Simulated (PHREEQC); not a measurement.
Dissolve 2.7 mol/kgw KCl, 0.045 mol/kgw MgSO4 and 8e-05 mol/kgw H4SiO4 at 20 °C. Closed to the air; pH follows from the charge balance.

The numbers come from PHREEQC with the Pitzer model, pitzer.dat.

```tsv
quantity	before	after
pH	6.66	6.26
H3SiO4- (mol/kgw)	1.34e-7	5.43e-7
MgOH+ (mol/kgw)	6.32e-8	2.57e-8
HSO4- (mol/kgw)	5.69e-8	1.40e-7
SI of Sylvite (KCl)	-0.48	-0.48
SI of Arcanite (K2SO4)	-0.57	-0.57
```

Name the change that produced these shifts.
A) H4SiO4 from 8e-05 to 0.0008 mol/kgw
B) KCl from 2.7 to 0.27 mol/kgw
C) H4SiO4 replaced by Na2SiO3 at the same molality
D) H4SiO4 from 8e-05 to 7.2e-05 mol/kgw

A, H4SiO4 from 8e-05 to 0.0008 mol/kgw

No solid was allowed to form. In brines, pH and single-ion activities rest on the MacInnes convention.
